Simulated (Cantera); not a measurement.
What does this Cantera script print?

```python
import numpy as np
import cantera as ct

gas = ct.Solution("gri30.yaml")
gas.TPX = 950, 120000, {'CH4': 1, 'H2': 0.92, 'O2': 6, 'N2': 22.6}
reactor = ct.IdealGasReactor(gas, energy="on", clone=False)
net = ct.ReactorNet([reactor])
net.rtol, net.atol = 1e-08, 1e-16
show = ['CH4', 'H2', 'O2', 'HCO', 'CH2', 'NO2', 'CO']
times = np.geomspace(7e-06, 2, 16)

steps = ct.SolutionArray(gas, extra=["t"])
rows = []
print(f"{'t/s':>10s}{'T/K':>9s}{'P/Pa':>11s}" + "".join(f"{s:>11s}" for s in show))
for t in times:
    while net.time < t:
        t_next = net.step()
        steps.append(gas.state, t=t_next)
    rows.append([np.interp(t, steps.t, y) for y in (steps.T, steps.P, *steps(*show).X.T)])
    print(f"{t:10.3e}{rows[-1][0]:9.1f}{rows[-1][1]:11.4g}" + "".join(f"{x:11.3e}" for x in rows[-1][2:]))
rate = np.gradient(steps.T, steps.t)
print("integrator steps:", len(steps.t))
if steps.T.max() > steps.T[0] + 200:
    print(f"time of steepest temperature rise: {steps.t[rate.argmax()]:.4e} s")
gas.TPX = 950, 120000, {'CH4': 1, 'H2': 0.92, 'O2': 6, 'N2': 22.6}
gas.equilibrate("UV")
print(f"equilibrium (UV): T = {gas.T:.1f} K  " + "  ".join(f"{s} {gas[s].X[0]:.3e}" for s in show))
```

Output:

```
       t/s      T/K       P/Pa        CH4         H2         O2        HCO        CH2        NO2         CO
 7.000e-06    950.0    1.2e+05  3.277e-02  3.014e-02  1.966e-01  2.332e-23  4.300e-23  3.452e-35  1.184e-20
 1.617e-05    950.0    1.2e+05  3.277e-02  3.014e-02  1.966e-01  1.500e-22  1.942e-22  1.338e-33  1.610e-19
 3.737e-05    950.0    1.2e+05  3.277e-02  3.014e-02  1.966e-01  9.455e-22  6.464e-22  3.503e-32  1.606e-18
 8.635e-05    950.0    1.2e+05  3.277e-02  3.014e-02  1.966e-01  5.554e-21  2.002e-21  7.040e-31  1.424e-17
 1.995e-04    950.0    1.2e+05  3.277e-02  3.014e-02  1.966e-01  3.062e-20  6.756e-21  1.400e-29  1.343e-16
 4.610e-04    950.0    1.2e+05  3.277e-02  3.014e-02  1.966e-01  1.616e-19  2.463e-20  3.514e-28  1.379e-15
 1.065e-03    950.0    1.2e+05  3.277e-02  3.014e-02  1.966e-01  8.069e-19  8.734e-20  1.179e-26  1.427e-14
 2.461e-03    950.0    1.2e+05  3.277e-02  3.014e-02  1.966e-01  3.803e-18  2.752e-19  4.944e-25  1.426e-13
 5.688e-03    950.0    1.2e+05  3.277e-02  3.014e-02  1.966e-01  1.885e-17  1.007e-18  2.391e-23  1.454e-12
 1.314e-02    950.0    1.2e+05  3.277e-02  3.014e-02  1.966e-01  2.082e-16  1.447e-17  2.637e-21  2.519e-11
 3.037e-02    961.8  1.215e+05  3.207e-02  2.962e-02  1.957e-01  3.598e-09  9.385e-11  2.790e-13  1.143e-04
 7.016e-02   2120.3   2.64e+05  3.593e-22  1.181e-04  1.168e-01  3.514e-12  2.601e-22  8.809e-07  2.039e-04
 1.621e-01   2116.8  2.636e+05  3.359e-22  1.157e-04  1.162e-01  3.349e-12  2.373e-22  3.121e-06  1.994e-04
 3.746e-01   2110.7  2.628e+05  2.987e-22  1.118e-04  1.151e-01  3.085e-12  2.020e-22  6.951e-06  1.918e-04
 8.656e-01   2104.4   2.62e+05  2.639e-22  1.078e-04  1.140e-01  2.831e-12  1.701e-22  1.094e-05  1.841e-04
 2.000e+00   2102.1  2.617e+05  2.518e-22  1.064e-04  1.135e-01  2.742e-12  1.593e-22  1.244e-05  1.814e-04
integrator steps: 2228
time of steepest temperature rise: 3.8378e-02 s
equilibrium (UV): T = 2101.9 K  CH4 4.009e-22  H2 1.063e-04  O2 1.135e-01  HCO 2.737e-12  CH2 3.866e-22  NO2 1.252e-05  CO 1.812e-04
```

Computed with Cantera and GRI-Mech 3.0 (53 species, 325 reactions). Below about 1000 K GRI-Mech 3.0 lacks low-temperature oxidation paths.
